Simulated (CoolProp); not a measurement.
A closed Brayton cycle with carbon dioxide: compressor inlet 324.15 K and 7.9 MPa, high pressure 15.3 MPa, turbine inlet 795 K, compressor efficiency 0.8, turbine efficiency 0.85, recuperator effectiveness 0.9 (on enthalpy, no pinch check). Each further row changes one setting.

Values from CoolProp's reference Helmholtz-energy equation of state, Span 1996.

```
case                           thermal efficiency (%)  net work (kJ/kg)  compressor to turbine work  compressor exit (K)  turbine exit (K)
-----------------------------  ----------------------  ----------------  --------------------------  -------------------  ----------------
as stated                                        26.3              46.2                        0.43                380.8             721.2
turbine inlet 745 K                              24.7              40.5                        0.46                380.8             673.9
compressor inlet 334.15 K                           ?                 ?                        0.48                394.5             721.2
high pressure 13 MPa                                ?              36.4                        0.41                366.5             739.1
recuperator effectiveness 0.5                    13.9              46.2                        0.43                380.8             721.2
```

### Question
Some entries are withheld; supply them.

### Answer

- compressor inlet 334.15 K, thermal efficiency (%): 25.2
- compressor inlet 334.15 K, net work (kJ/kg): 41.9
- high pressure 13 MPa, thermal efficiency (%): 24.1
